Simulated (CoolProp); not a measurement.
Saturation properties of hexamethyldisiloxane (MM) (Tc = 245.6 °C, pc = 19.31 bar, ω = 0.418).

Computed with CoolProp (reference Helmholtz-energy equation of state, Thol 2016).

| T (°C) | p (bar) | vapour Z | surface tension (mN/m) |
|---|---|---|---|
| 55.05 | 0.2156 | 0.9788 | 12.8 |
| 62.25 | 0.2853 | 0.9741 | 12.2 |
| 69.55 | 0.3733 | 0.9687 | 11.6 |
| 76.75 | 0.4801 | 0.9626 | 11.0 |
| 84.05 | 0.6118 | 0.9556 | 10.4 |
| 91.35 | 0.7705 | 0.9477 | 9.78 |
| 98.55 | 0.9569 | 0.9391 | 9.21 |
| 105.85 | 1.180 | 0.9294 | 8.63 |
| 113.05 | 1.438 | 0.9188 | 8.07 |
| 120.35 | 1.741 | 0.9071 | 7.51 |
| 127.65 | 2.091 | 0.8943 | 6.95 |
| 134.85 | 2.487 | 0.8805 | 6.42 |
| 142.15 | 2.945 | 0.8653 | 5.89 |
| 149.35 | 3.456 | 0.8490 | 5.37 |

It boils at 100.5 °C under 1 atm.

Surface tension comes from a separate correlation (Mulero 2014), older than this fluid's equation and unchecked against measurements.
